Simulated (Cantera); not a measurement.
A Cantera script and its output.

```python
import numpy as np
import cantera as ct

gas = ct.Solution("gri30.yaml")
gas.TPX = 925, 100000, {'CO': 0.015, 'O2': 0.003, 'H2O': 0.00038, 'N2': 1}
reactor = ct.IdealGasConstPressureReactor(gas, energy="off", clone=False)
net = ct.ReactorNet([reactor])
net.rtol, net.atol = 1e-08, 1e-18
show = ['CO', 'O2', 'H2O', 'N2O', 'HO2', 'NO2']
times = np.geomspace(0.0002, 30, 10)

steps = ct.SolutionArray(gas, extra=["t"])
rows = []
print(f"{'t/s':>10s}{'T/K':>9s}{'P/Pa':>11s}" + "".join(f"{s:>11s}" for s in show))
for t in times:
    while net.time < t:
        t_next = net.step()
        steps.append(gas.state, t=t_next)
    rows.append([np.interp(t, steps.t, y) for y in (steps.T, steps.P, *steps(*show).X.T)])
    print(f"{t:10.3e}{rows[-1][0]:9.1f}{rows[-1][1]:11.4g}" + "".join(f"{x:11.3e}" for x in rows[-1][2:]))
rate = np.gradient(steps.T, steps.t)
print("integrator steps:", len(steps.t))
if steps.T.max() > steps.T[0] + 200:
    print(f"time of steepest temperature rise: {steps.t[rate.argmax()]:.4e} s")
gas.TPX = 925, 100000, {'CO': 0.015, 'O2': 0.003, 'H2O': 0.00038, 'N2': 1}
gas.equilibrate("TP")
print(f"equilibrium (TP): T = {gas.T:.1f} K  " + "  ".join(f"{s} {gas[s].X[0]:.3e}" for s in show))
```

Result:

```
       t/s      T/K       P/Pa         CO         O2        H2O        N2O        HO2        NO2
 2.000e-04    925.0      1e+05  1.473e-02  2.946e-03  3.731e-04  1.066e-17  2.388e-16  4.510e-35
 7.519e-04    925.0      1e+05  1.473e-02  2.946e-03  3.731e-04  1.440e-16  1.034e-14  8.358e-33
 2.827e-03    925.0      1e+05  1.473e-02  2.946e-03  3.731e-04  1.750e-15  2.316e-13  1.640e-30
 1.063e-02    925.0      1e+05  1.473e-02  2.946e-03  3.731e-04  1.560e-14  2.495e-12  2.873e-28
 3.995e-02    925.0      1e+05  1.473e-02  2.946e-03  3.731e-04  8.500e-14  1.416e-11  3.148e-26
 1.502e-01    925.0      1e+05  1.473e-02  2.946e-03  3.731e-04  3.771e-13  6.332e-11  2.801e-24
 5.646e-01    925.0      1e+05  1.473e-02  2.946e-03  3.731e-04  1.997e-12  3.352e-10  4.853e-22
 2.123e+00    925.0      1e+05  1.473e-02  2.946e-03  3.731e-04  3.088e-11  4.982e-09  1.642e-18
 7.980e+00    925.0      1e+05  1.467e-02  2.917e-03  3.729e-04  2.285e-09  6.714e-08  5.353e-14
 3.000e+01    925.0      1e+05  1.432e-02  2.743e-03  3.718e-04  1.593e-08  8.232e-08  2.188e-12
integrator steps: 360
equilibrium (TP): T = 925.0 K  CO 8.588e-03  O2 7.845e-24  H2O 9.828e-05  N2O 8.807e-21  HO2 1.206e-28  NO2 5.086e-29
```

Model: GRI-Mech 3.0 (53 species, 325 reactions), integrated in Cantera.
